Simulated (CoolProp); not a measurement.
A single-stage vapour-compression cycle with R125: evaporating at 258.15 K (dew point), condensing at 301.15 K (bubble point), superheat 8 K, subcooling 2 K, compressor efficiency 0.75, no pressure losses. Each further row changes one setting.

Model: reference Helmholtz-energy equation of state, Lemmon 2005, in CoolProp.

```
case                              cooling COP  pressure ratio  discharge temperature (K)  refrigerating effect (kJ/kg)  volumetric capacity (kJ/m³)
--------------------------------  -----------  --------------  -------------------------  ----------------------------  ---------------------------
as stated                                3.38            3.68                      317.1                          97.9                         2390
evaporating temperature 263.15 K         4.01            3.09                          ?                           101                            ?
condensing temperature 296.15 K          4.01            3.23                      311.5                           105                            ?
subcooling 7 K                           3.62            3.68                      317.1                           105                            ?
superheat 18 K                           3.45            3.68                          ?                             ?                         2450
compressor efficiency 0.65               2.93            3.68                          ?                          97.9                         2390
```

What belongs in the gaps?


- evaporating temperature 263.15 K, discharge temperature (K): 316.0
- evaporating temperature 263.15 K, volumetric capacity (kJ/m³): 2910
- condensing temperature 296.15 K, volumetric capacity (kJ/m³): 2550
- subcooling 7 K, volumetric capacity (kJ/m³): 2560
- superheat 18 K, discharge temperature (K): 326.9
- superheat 18 K, refrigerating effect (kJ/kg): 106
- compressor efficiency 0.65, discharge temperature (K): 321.5
